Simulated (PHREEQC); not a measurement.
A solution holds 3.2e-05 mol/kgw CaSO4, 0.003 mol/kgw CO2 and 0.024 mol/kgw MgSO4, at 76 °C. Closed to the air; pH follows from the charge balance.

Equilibrium calculation in PHREEQC: Pitzer model, pitzer.dat.

Precipitation was switched off in this run.

**Question.** What pH does the model give?

**Answer.** pH 4.68.

**Question.** In which forms is C present?

**Answer.** CO2 97 %, HCO3- 3.2 % of the C.

Complexes and solids missing from the database can't appear. At this temperature some constants are extrapolated from 25 °C, and those without enthalpy data are left unchanged.
